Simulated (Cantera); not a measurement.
Charge: 1 mol Si, 5.6 mol HCl, 20 mol H2, at 350 °C and 0.100 bar.

Equilibrium computed with Cantera from the NASA thermochemical tables; the gas is ideal and each condensed phase is pure. Candidate condensed phases: Si; 19 gas species. Equilibrium is a limit: real reactors are often held back by kinetics, nucleation or transport.

Base state: H2 0.894, HCl 0.0651, SiCl4 0.0406, SiHCl3 2.59e-5 (mole fractions); condensed: gas only.

### Question
What changes in the equilibrium state with this change: temperature from 350 °C to 1075 °C?

### Answer
| species | before | after |
|---|---|---|
| H2 | 0.894 | 0.845 |
| HCl | 0.0651 | 0.115 |
| SiCl2 | <1e-9 | 0.0207 |
| SiCl4 | 0.0406 | 0.00897 |
| SiCl3 | <1e-9 | 0.00608 |
| SiH2Cl2 | <1e-9 | 0.000227 |
| SiHCl3 | 2.59e-5 | 0.00374 |
The tables' values for SiCl3 are old estimates; treat these amounts as uncertain.
